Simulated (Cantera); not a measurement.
What does this Cantera script print?

```python
import numpy as np
import cantera as ct

gas = ct.Solution("gri30.yaml", transport_model="multicomponent")
show = ['O', 'C2H2', 'CH4']

rows = []
print(f"{'T/K':>7s}{'rho':>11s}{'cp':>10s}{'mu':>11s}{'lambda':>11s}{'Pr':>7s}" + "".join(f"{'D_' + s:>11s}" for s in show))
for T in [400, 550, 700, 850, 1000, 1150, 1300, 1450, 1600]:
    gas.TPX = T, 4700, {'N2': 0.52, 'H2O': 0.83, 'N2O': 0.35}
    Pr = gas.cp_mass * gas.viscosity / gas.thermal_conductivity
    D = [gas.mix_diff_coeffs_mole[gas.species_index(s)] for s in show]
    rows.append([gas.density, gas.cp_mass, gas.viscosity, gas.thermal_conductivity, Pr, *D])
    print(f"{T:7g}{gas.density:11.4e}{gas.cp_mass:10.1f}{gas.viscosity:11.4e}"
          f"{gas.thermal_conductivity:11.4e}{Pr:7.3f}" + "".join(f"{d:11.4e}" for d in D))
print("SI units: kg/m3, J/kg/K, Pa s, W/m/K, m2/s")
```

It prints:

```
    T/K        rho        cp         mu     lambda     Pr        D_O     D_C2H2      D_CH4
    400 3.7345e-02    1305.2 1.7992e-05 3.4740e-02  0.676 1.1859e-03 5.8491e-04 7.8312e-04
    550 2.7160e-02    1374.0 2.3890e-05 4.8907e-02  0.671 2.0805e-03 1.0545e-03 1.4009e-03
    700 2.1340e-02    1442.6 2.9384e-05 6.3291e-02  0.670 3.1565e-03 1.6273e-03 2.1511e-03
    850 1.7574e-02    1509.7 3.4537e-05 7.7870e-02  0.670 4.3970e-03 2.2922e-03 3.0202e-03
   1000 1.4938e-02    1572.4 3.9404e-05 9.2519e-02  0.670 5.7901e-03 3.0415e-03 3.9984e-03
   1150 1.2990e-02    1627.4 4.4025e-05 1.0701e-01  0.670 7.3266e-03 3.8695e-03 5.0786e-03
   1300 1.1491e-02    1677.4 4.8433e-05 1.2134e-01  0.670 8.9993e-03 4.7717e-03 6.2553e-03
   1450 1.0302e-02    1722.4 5.2655e-05 1.3546e-01  0.670 1.0802e-02 5.7445e-03 7.5239e-03
   1600 9.3363e-03    1762.8 5.6713e-05 1.4932e-01  0.670 1.2730e-02 6.7851e-03 8.8808e-03
SI units: kg/m3, J/kg/K, Pa s, W/m/K, m2/s
```

Detailed kinetics in Cantera: GRI-Mech 3.0 (53 species, 325 reactions). Polar gases are described roughly by these parameters. The composition is frozen, though it would react at the higher temperatures.
